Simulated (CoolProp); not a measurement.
A Linde-Hampson liquefier for dry air: isothermal reversible compression at 230 K from 1 atm to 20 MPa, throttling to 1 atm, return gas leaving the recuperator 10 K below the feed. Each further row changes one setting.

Model: reference Helmholtz-energy equation of state, Lemmon 2000, in CoolProp. It is a pseudo-pure fit of the blend.

| case | liquid yield per pass | compression work (kJ/kg of gas) |
|---|---|---|
| as stated | (withheld) | 337 |
| high pressure 40 MPa | (withheld) | (withheld) |
| warm-end temperature 260 K | (withheld) | (withheld) |
| warm-end gap 15 K | (withheld) | 337 |

Task: What belongs in the gaps?

Result: 
- as stated, liquid yield per pass: 0.150
- high pressure 40 MPa, liquid yield per pass: 0.187
- high pressure 40 MPa, compression work (kJ/kg of gas): 384
- warm-end temperature 260 K, liquid yield per pass: 0.100
- warm-end temperature 260 K, compression work (kJ/kg of gas): 388
- warm-end gap 15 K, liquid yield per pass: 0.137
